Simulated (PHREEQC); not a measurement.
Solution (25 °C): 0.03 mol H2SO4 and 0.0046 mol KH2PO4 per kg of water. Closed to the air; pH follows from the charge balance.

Model: ion-association model, phreeqc.dat, run in PHREEQC.

```
quantity                    before    after
------------------------  --------  -------
pH                            1.50     1.77
ionic strength (mol/kgw)    0.0529   0.0312
H3PO4 (mol/kgw)            0.00365  0.00312
H2PO4- (mol/kgw)          0.000952  0.00148
HPO4-2 (mol/kgw)           3.35e-9  8.82e-9
```

Question: What was changed between the two runs?
A) diluted 5-fold with water
B) H2SO4 from 0.03 to 0.003 mol/kgw
C) H2SO4 from 0.03 to 0.015 mol/kgw
D) H2SO4 left out
E) 0.0048 mol/kgw H3PO4 added

Answer: C, H2SO4 from 0.03 to 0.015 mol/kgw

This is a speciation only: nothing precipitates in the calculation.
